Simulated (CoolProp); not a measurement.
Values from CoolProp's reference Helmholtz-energy equation of state, Thol 2017.

Problem. Give the vapour pressure (bar), liquid density (kg/m³), liquid cp (kJ/(kg K)), surface tension (mN/m) of saturated octamethyltrisiloxane (MDM) at 323.1, 328, 337.8 K.

Solution. 
| T (K) | p (bar) | liquid density (kg/m³) | liquid cp (kJ/(kg K)) | surface tension (mN/m) |
|---|---|---|---|---|
| 323.1 | 0.0218 | 790 | 1.84 | 14.4 |
| 328 | 0.0282 | 785 | 1.85 | 13.9 |
| 337.8 | 0.0457 | 775 | 1.88 | 13.1 |

Surface tension comes from a separate correlation (Mulero 2014), older than this fluid's equation and unchecked against measurements.
